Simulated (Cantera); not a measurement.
## Equilibrium for carbothermic reduction: Fe₃O₄ + CH₄ + H₂

A closed system holds: 1 mol Fe₃O₄, 0.56 mol CH₄, 0.34 mol H₂, equilibrated at 13300 Pa.

Cantera equilibrium calculation (NASA polynomials, part measured and part estimated; ideal gas, pure solids and liquids). Candidate condensed phases: C, C₆H₆, C₇H₈, C₈H₁₈, Fe, Fe(CO)₅, FeO, Fe(OH)₂, Fe(OH)₃, Fe₂O₃, Fe₃O₄, H₂O; 114 gas species. Each liquid is taken as pure. Mutual solubility and eutectic melting of coexisting phases are not modelled. The tables' stoichiometric FeO is somewhat more stable than real wüstite, so its field is too wide. FeO: taken at fixed stoichiometry. Rates play no part.

```
T (K)  log p H₂  log p H₂O  log p CO  log p Fe  log p CO₂  log p H  log p OH  log p FeO  n Fe(γ)  n FeO(s)  n Fe(δ)  n FeO(l)  n Fe(l)
-----  --------  ---------  --------  --------  ---------  -------  --------  ---------  -------  --------  -------  --------  -------
1448      -1.16      -1.56     -1.50     -7.32      -2.28    -5.62     -7.64     -10.22   0.0547      2.95        0         0        0
1548      -1.17      -1.53     -1.50     -6.39      -2.30    -5.10     -6.93      -9.07   0.0807      2.92        0         0        0
1648      -1.19      -1.51     -1.49     -5.58      -2.32    -4.64     -6.31      -8.05    0.103      2.90        0         0        0
1748      -1.18      -1.52     -1.48     -4.87      -2.38    -4.23     -5.80      -7.21        0         0   0.0849      2.91        0
1848      -1.18      -1.52     -1.48     -4.24      -2.42    -3.87     -5.34      -6.46        0         0        0      2.92   0.0747
1948      -1.18      -1.52     -1.48     -3.70      -2.45    -3.54     -4.91      -5.79        0         0        0      2.92   0.0742
2048      -1.19      -1.51     -1.48     -3.21      -2.48    -3.24     -4.53      -5.19        0         0        0      2.92   0.0688
2148      -1.20      -1.52     -1.48     -2.77      -2.51    -2.98     -4.19      -4.65        0         0        0      2.92   0.0524
2248      -1.21      -1.53     -1.49     -2.37      -2.54    -2.74     -3.88      -4.16        0         0        0      2.92   0.0111
2348      -1.26      -1.50     -1.51     -2.08      -2.51    -2.54     -3.54      -3.71        0         0        0      2.86        0
2448      -1.33      -1.46     -1.54     -1.86      -2.45    -2.37     -3.20      -3.31        0         0        0      2.75        0
```
log p: log10 of the partial pressure in bar; n: condensed amount in mol.

From 1448 K to 1648 K the condensed part is Fe(γ) + FeO(s). At 1748 K the condensed part is Fe(δ) + FeO(l). From 1848 K to 2248 K the condensed part is Fe(l) + FeO(l). From 2348 K to 2448 K the condensed part is FeO(l). The main Fe-bearing gas is Fe(OH)₂ at 1448 K and Fe at 2448 K.
